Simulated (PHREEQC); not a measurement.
Dissolve 1.5 mmol/kgw Na2B4O7, 4.9 mmol/kgw NH4Cl and 0.15 mmol/kgw Cs2SO4 at 25 °C. Closed to the air; pH follows from the charge balance.

Model: ion-association model, wateq4f.dat, run in PHREEQC.

```
quantity                           before     after
-------------------------------  --------  --------
pH                                   8.81      8.62
ionic strength (mol/kgw)          0.00710    0.0115
H2BO3- (mol/kgw)                  0.00175   0.00128
SO4-2 (mol/kgw)                  0.000144  0.000139
NaSO4- (mol/kgw)                  1.52e-6   1.36e-6
SI of Mirabilite (Na2SO4:10H2O)     -8.00     -8.07
```

Problem. What was changed between the two runs?
A) 0.0084 mol/kgw TMAH added
B) 0.0011 mol/kgw CO2 added
C) Cs2SO4 from 0.00015 to 3e-05 mol/kgw
D) NH4Cl from 0.0049 to 0.0098 mol/kgw
E) Na2B4O7 from 0.0015 to 0.00165 mol/kgw

Solution. D, NH4Cl from 0.0049 to 0.0098 mol/kgw

No solid was allowed to form.
